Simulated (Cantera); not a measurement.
# SiO2 + HF + N2 (oxide etching and cleaning by halides)

Charge: 1 mol SiO2, 1.7 mol HF, a varied amount of N2, held at 1125 °C and 5.80 Pa.

These are equilibrium values from Cantera (NASA tables, ideal gas, pure condensed phases), not measurements of a reactor. Candidate condensed phases: H2O, Si, SiO2, Si2N2O, Si3N4; 58 gas species. The tables hold silica as quartz up to 1696 K and as liquid above; real silica turns to tridymite and cristobalite and melts near 1996 K. The numbers say what is thermodynamically allowed, not how fast it happens.

| n(N2) (mol) | x N2 | x HF | x H2O | x SiF4 | n SiO2(β-quartz) |
|---|---|---|---|---|---|
| 0.73 | 0.302 | 0.676 | 0.0139 | 0.00699 | 0.983 |
| 0.97 | 0.366 | 0.616 | 0.0122 | 0.00617 | 0.984 |
| 1.3 | 0.436 | 0.548 | 0.0105 | 0.00529 | 0.984 |
| 1.7 | 0.502 | 0.484 | 0.00887 | 0.00448 | 0.985 |
| 2.3 | 0.577 | 0.412 | 0.00715 | 0.00361 | 0.986 |
| 3 | 0.640 | 0.351 | 0.00577 | 0.00292 | 0.986 |
| 4 | 0.703 | 0.290 | 0.00447 | 0.00226 | 0.987 |
| 5.4 | 0.762 | 0.233 | 0.00334 | 0.00169 | 0.988 |
| 7.1 | 0.808 | 0.188 | 0.00251 | 0.00128 | 0.989 |
| 9.5 | 0.849 | 0.148 | 0.00182 | 0.000929 | 0.990 |
| 13 | 0.885 | 0.113 | 0.00127 | 0.000649 | 0.990 |
| 17 | 0.910 | 0.0891 | 0.000923 | 0.000472 | 0.991 |
| 22 | 0.929 | 0.0704 | 0.000674 | 0.000346 | 0.992 |
x: gas mole fraction; n: condensed amount in mol.

From 0.73 mol N2 to 22 mol N2 the condensed part is SiO2(β-quartz). The main Si-bearing gas is SiF4 throughout.
